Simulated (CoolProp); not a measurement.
The fluid at 298.15 K and 0.721 MPa is compressed adiabatically to 3.72 MPa with isentropic efficiency 0.7. The same conditions are run with several fluids, on thermodynamics alone (safety and materials aside).

Computed with CoolProp (reference Helmholtz-energy equation of state of each fluid (CF4 (R14): Platzer 1990; carbonyl sulfide: Lemmon 2006; hydrogen sulfide: Lemmon 2006; normal hydrogen: Leachman 2009)). The equations of Platzer and Polt are older, rougher fits.

```tsv
fluid	work (kJ/kg)	final temperature (K)	final phase	final density (kg/m³)
CF4 (R14)	71.4	399.1	gas	102
carbonyl sulfide	102	453.0	gas	67.3
hydrogen sulfide	196	496.3	gas	32.5
normal hydrogen	3710	553.0	supercritical	1.61
```
